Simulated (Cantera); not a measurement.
Predominance diagram of Mg at 950 K against the partial pressures of O2 and Br2 (log10, bar). Source: NASA polynomial tables (part measured, part estimated), evaluated in Cantera. Candidates: Mg(l), MgBr2(s), MgO(s). Only these pure phases compete in this equilibrium. Not in the tables: oxide halides.

**Question.** Which phase is stable at these pairs, and which metal-bearing vapour leads over it? (-4, 1); (-10, -8.8); (-13, -8.8); (0, -12); (-2, -2.2); (1, -15.2); (-5, -21.8)

**Answer.** 
```
log p(O2)  log p(Br2)   phase  chief vapour  log p (bar)
---------  ----------  ------  ------------  -----------
-4                  1  MgO(s)         MgBr2         -5.0
-10              -8.8  MgO(s)         MgBr2        -11.8
-13              -8.8  MgO(s)         MgBr2        -10.3
0                 -12  MgO(s)         MgBr2        -20.0
-2               -2.2  MgO(s)         MgBr2         -9.2
1               -15.2  MgO(s)         MgBr2        -23.7
-5              -21.8  MgO(s)           MgO        -26.7
```
